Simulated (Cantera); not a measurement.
## Counterflow diffusion flame

A counterflow diffusion flame at 548 Torr, nozzles 20 mm apart: fuel side H2 = 1 (molar parts) at 325 K, oxidiser side O2 : N2 = 0.2 : 0.8 (molar parts) at 698 K, fuel mass flux 0.42 times the oxidiser's; mixture-averaged transport, no radiation.

Cantera simulation using the H2/O2 subset of GRI-Mech 3.0, which has no nitrogen chemistry; the numbers are that mechanism's predictions, not measurements. The maximum strain rate includes the flame's own expansion and is several times the mean.

| oxidiser flux (kg/m²/s) | max strain (1/s) | mean strain (1/s) | T max (K) | peak x OH | peak x H | peak x H2O | peak x HO2 |
|---|---|---|---|---|---|---|---|
| 0.44 | 822 | 230 | 2350 | 0.0217 | 0.0250 | 0.256 | 4.94e-5 |
| 0.56 | 1040 | 293 | 2312 | 0.0217 | 0.0272 | 0.254 | 5.68e-5 |
| 0.72 | 1320 | 377 | 2268 | 0.0215 | 0.0295 | 0.252 | 6.40e-5 |
| 0.93 | 1680 | 487 | 2223 | 0.0212 | 0.0321 | 0.250 | 7.13e-5 |
| 1.2 | 2150 | 628 | 2170 | 0.0206 | 0.0345 | 0.248 | 7.82e-5 |
| 1.5 | 2670 | 785 | 2132 | 0.0204 | 0.0370 | 0.246 | 8.42e-5 |
| 2 | 3540 | 1050 | 2081 | 0.0199 | 0.0404 | 0.244 | 9.18e-5 |
| 2.5 | 4430 | 1310 | 2033 | 0.0193 | 0.0429 | 0.242 | 9.89e-5 |
| 3.2 | 5630 | 1680 | 1982 | 0.0185 | 0.0458 | 0.241 | 0.000106 |
| 4.2 | 7350 | 2200 | 1927 | 0.0175 | 0.0491 | 0.238 | 0.000113 |
x: mole fraction; the columns are a selection and need not sum to one.
